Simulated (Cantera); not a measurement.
Source: NASA polynomial tables (part measured, part estimated), evaluated in Cantera. Values are per mole of reaction as written; species without (g) are pure solids or liquids, kept so even where they would boil at 1 bar.

Ta + O2(g) = TaO2(g)

```json
[
 {"T (K)": "1873", "ΔH° (kJ)": "-213.5", "ΔS° (J/K)": "19.2", "ΔG° (kJ)": "-249.4", "log10 K": "6.96"},
 {"T (K)": "1923", "ΔH° (kJ)": "-214.0", "ΔS° (J/K)": "18.9", "ΔG° (kJ)": "-250.4", "log10 K": "6.80"},
 {"T (K)": "1973", "ΔH° (kJ)": "-214.6", "ΔS° (J/K)": "18.6", "ΔG° (kJ)": "-251.3", "log10 K": "6.65"},
 {"T (K)": "2023", "ΔH° (kJ)": "-215.1", "ΔS° (J/K)": "18.3", "ΔG° (kJ)": "-252.2", "log10 K": "6.51"},
 {"T (K)": "2073", "ΔH° (kJ)": "-215.7", "ΔS° (J/K)": "18.1", "ΔG° (kJ)": "-253.1", "log10 K": "6.38"},
 {"T (K)": "2123", "ΔH° (kJ)": "-216.3", "ΔS° (J/K)": "17.8", "ΔG° (kJ)": "-254.0", "log10 K": "6.25"},
 {"T (K)": "2173", "ΔH° (kJ)": "___", "ΔS° (J/K)": "___", "ΔG° (kJ)": "___", "log10 K": "___"},
 {"T (K)": "2223", "ΔH° (kJ)": "-217.5", "ΔS° (J/K)": "17.2", "ΔG° (kJ)": "-255.8", "log10 K": "6.01"},
 {"T (K)": "2273", "ΔH° (kJ)": "___", "ΔS° (J/K)": "___", "ΔG° (kJ)": "___", "log10 K": "___"}
]
```

Some entries are withheld; supply them.


- 2173, ΔH° (kJ): -216.9
- 2173, ΔS° (J/K): 17.5
- 2173, ΔG° (kJ): -254.9
- 2173, log10 K: 6.13
- 2273, ΔH° (kJ): -218.1
- 2273, ΔS° (J/K): 16.9
- 2273, ΔG° (kJ): -256.6
- 2273, log10 K: 5.90
